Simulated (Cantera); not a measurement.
Ignition delay

Mixture: H2 : O2 : N2 = 1 : 1.04 : 3.92 (molar parts), equivalence ratio 0.48, at 1.00 bar, adiabatic and at constant pressure. Ignition delay is the time to a rise of 400 K.

Cantera simulation using GRI-Mech 3.0 (53 species, 325 reactions); the numbers are that mechanism's predictions, not measurements. Below about 950 K walls govern HO2 and H2O2 in real vessels. Where the delays flatten at high temperature, the 400 K rule measures the pace of heat release, not the induction time.

```
T0 (K)  delay (ms)
------  ----------
850           2650
900            322
950           8.05
1000         0.305
1050         0.149
1100        0.0953
1150        0.0684
1200        0.0526
1250        0.0427
```
